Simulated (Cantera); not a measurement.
## Ignition delay

Mixture: CH₄ : O₂ : N₂ = 0.48 : 3.28 : 12.3 (molar parts), equivalence ratio 0.29, at 240 Torr, adiabatic and at constant pressure. Ignition delay is the time to a rise of 400 K.

Model: GRI-Mech 3.0 (53 species, 325 reactions), integrated in Cantera.

```tsv
T0 (K)	delay (ms)
1175	86.8
1225	41.6
1275	21.3
1325	11.7
1375	6.90
1425	4.36
```

```yaml
apparent activation energy between 1325 and 1425 K: 160 kJ/mol
```
